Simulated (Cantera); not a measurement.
Feed: 1 mol Pb, 0.057 mol H₂, 30 mol N₂, 0.0012 mol Cl₂, held at 1.00 bar.

Method: chemical equilibrium by Gibbs-energy minimisation in Cantera with the NASA 1993 tables (ideal gas, pure condensed phases). Candidate condensed phases: NH₄Cl, Pb, PbCl₂; 17 gas species. The numbers say what is thermodynamically allowed, not how fast it happens.

Task: Which condensed phases are stable at each of these points (T (K)): 598, 698, 798, 898, 998, 1098, 1198, 1298, 1398, 1498, 1598?

Result: 
| T (K) | condensed phases | Pb condensed (%) |
|---|---|---|
| 598 | Pb(s) + PbCl₂(s) | 100.0 |
| 698 | Pb(l) | 100.0 |
| 798 | Pb(l) | 100.0 |
| 898 | Pb(l) | 100.0 |
| 998 | Pb(l) | 99.9 |
| 1098 | Pb(l) | 99.6 |
| 1198 | Pb(l) | 98.0 |
| 1298 | Pb(l) | 92.1 |
| 1398 | Pb(l) | 74.0 |
| 1498 | Pb(l) | 25.5 |
| 1598 | gas only | 0.0 |

At 598 K the condensed part is Pb(s) + PbCl₂(s). From 698 K to 1498 K the condensed part is Pb(l). At 1598 K nothing is condensed.
